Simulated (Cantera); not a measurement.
An adiabatic, constant-pressure homogeneous reactor starts with CH₃OH : O₂ : N₂ = 1 : 2.73 : 10.3 (molar parts), equivalence ratio 0.55, at 1075 K and 5.00 bar.

Cantera simulation using GRI-Mech 3.0 (53 species, 325 reactions); the numbers are that mechanism's predictions, not measurements. GRI-Mech 3.0 was tuned for natural gas; its chemistry of methanol as a main component is partial and can be far from experiment.

One state of this run: T (K) = 2229; x CH₃OH = <1e-12; x O₂ = 0.0800; x H₂O = 0.135; x NO = 0.00789; x C₂H₂ = <1e-12. x: mole fraction; the columns are a selection and need not sum to one.

Problem. Which value of t (s) does it belong to?
A. 2.58e-5
B. 0.698
C. 0.00880
D. 0.00205

Solution. B, 0.698
